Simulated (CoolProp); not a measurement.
Model: reference Helmholtz-energy equation of state, Fiedler 2023, in CoolProp.

**Question.** Give the vapour pressure (kPa), liquid density (kg/m³), vapour density (kg/m³), enthalpy of vaporisation (kJ/kg) of saturated tetrahydrofuran at 303.1, 337, 345.4 K.

**Answer.** 
```json
[
 {"T (K)": "303.1", "p (kPa)": "26.8", "liquid density (kg/m³)": "876", "vapour density (kg/m³)": "0.774", "enthalpy of vaporisation (kJ/kg)": "442"},
 {"T (K)": "337", "p (kPa)": "94.7", "liquid density (kg/m³)": "838", "vapour density (kg/m³)": "2.50", "enthalpy of vaporisation (kJ/kg)": "418"},
 {"T (K)": "345.4", "p (kPa)": "124", "liquid density (kg/m³)": "828", "vapour density (kg/m³)": "3.21", "enthalpy of vaporisation (kJ/kg)": "412"}
]
```
